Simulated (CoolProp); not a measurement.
Vapour-liquid equilibrium of R22 (1) + R11 (2) at 292.1 K; x and y are mole fractions of (1).

Values from CoolProp's multi-fluid Helmholtz-energy mixture model, Kamei 1995 and Jacobsen 1992; pair parameters Bell 2016.

Give the bubble pressure and the first vapour's composition at x = 0.05, 0.2, 0.35. Is there an azeotrope?

x = 0.05: 1.453 bar, y = 0.429; x = 0.2: 2.970 bar, y = 0.747; x = 0.35: 4.190 bar, y = 0.841. No azeotrope shows between x = 0.05 and 0.95.

Pair parameters are fitted to limited data, so mixtures are less certain than the pure fluids.
